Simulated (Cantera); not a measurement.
Mixture: CH4 : C2H6 : O2 : N2 = 1 : 0.17 : 1.44 : 5.42 (molar parts), at 0.630 bar, adiabatic and at constant pressure. Ignition delay is the time to a rise of 400 K.

Model: GRI-Mech 3.0 (53 species, 325 reactions), integrated in Cantera.

Question: What does this change do: pressure from 0.630 bar to 10.0 bar?

Answer: 
| quantity | before | after |
|---|---|---|
| delay at 1173 K | 7.30 ms | 0.997 ms |
| delay at 1323 K | 1.45 ms | 0.192 ms |
| delay at 1473 K | 0.386 ms | 54.7 µs |
| delay at 1623 K | 0.126 ms | 18.1 µs |
| delay at 1773 K | 53.2 µs | 6.89 µs |
| apparent activation energy between 1623 and 1773 K | 140 kJ/mol | 150 kJ/mol |

Question: What does this change do: constant volume in place of constant pressure?

Answer: 
```json
[
 {"quantity": "delay at 1173 K", "before": "7.30 ms", "after": "6.81 ms"},
 {"quantity": "delay at 1323 K", "before": "1.45 ms", "after": "1.31 ms"},
 {"quantity": "delay at 1473 K", "before": "0.386 ms", "after": "0.341 ms"},
 {"quantity": "delay at 1623 K", "before": "0.126 ms", "after": "0.109 ms"},
 {"quantity": "delay at 1773 K", "before": "53.2 µs", "after": "45.0 µs"},
 {"quantity": "apparent activation energy between 1623 and 1773 K", "before": "140 kJ/mol", "after": "140 kJ/mol"}
]
```
